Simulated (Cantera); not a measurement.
A Cantera script and its output.

```python
import numpy as np
import cantera as ct

gas = ct.Solution("gri30.yaml")
gas.TPX = 925, 460, {'H2': 0.13, 'O2': 1}
inlet = ct.Reservoir(gas, clone=True)

reactor = ct.IdealGasConstPressureReactor(gas, energy="off", clone=False)
exhaust = ct.Reservoir(gas, clone=True)
tau = [26, 12, 5.2, 2.4, 1.1, 0.48, 0.22, 0.097, 0.044, 0.02, 0.0089][0]
for a, b in ((inlet, reactor), (reactor, exhaust)):
    ct.MassFlowController(a, b, mdot=lambda t: reactor.mass / tau)
net = ct.ReactorNet([reactor])
show = ['H2', 'O2', 'OH', 'HO2', 'H2O']

rows = []
print(f"{'tau/s':>10s}{'T/K':>9s}" + "".join(f"{s:>11s}" for s in show))
for tau in [26, 12, 5.2, 2.4, 1.1, 0.48, 0.22, 0.097, 0.044, 0.02, 0.0089]:
    net.initial_time = 0.0
    net.advance(30 * tau)
    before = gas.X
    net.advance(40 * tau)
    drift = np.max(np.abs(gas.X - before) / (gas.X + 1e-9))
    rows.append([gas.T, *gas[show].X, drift])
    print(f"{tau:10.3e}{gas.T:9.1f}" + "".join(f"{x:11.3e}" for x in gas[show].X))
```

It prints:

```
     tau/s      T/K         H2         O2         OH        HO2        H2O
 2.600e+01    925.0  3.118e-04  8.774e-01  2.353e-04  1.967e-06  1.215e-01
 1.200e+01    925.0  4.938e-04  8.770e-01  3.120e-04  2.478e-06  1.212e-01
 5.200e+00    925.0  8.043e-04  8.764e-01  4.272e-04  3.073e-06  1.207e-01
 2.400e+00    925.0  1.254e-03  8.755e-01  5.755e-04  3.629e-06  1.199e-01
 1.100e+00    925.0  1.956e-03  8.740e-01  7.811e-04  4.155e-06  1.185e-01
 4.800e-01    925.0  3.133e-03  8.715e-01  1.080e-03  4.624e-06  1.160e-01
 2.200e-01    925.0  4.887e-03  8.677e-01  1.452e-03  4.929e-06  1.118e-01
 9.700e-02    925.0  7.821e-03  8.619e-01  1.933e-03  5.056e-06  1.046e-01
 4.400e-02    925.0  1.241e-02  8.552e-01  2.444e-03  4.972e-06  9.415e-02
 2.000e-02    925.0  2.001e-02  8.500e-01  2.915e-03  4.718e-06  8.070e-02
 8.900e-03    925.0  3.362e-02  8.500e-01  3.206e-03  4.325e-06  6.424e-02
```

Detailed kinetics in Cantera: GRI-Mech 3.0 (53 species, 325 reactions). Radical loss at walls, strong at low pressure, is not modelled. Below about 950 K walls govern HO2 and H2O2 in real vessels. The temperature is held fixed by assumption; the heat of reaction is taken as removed at once.
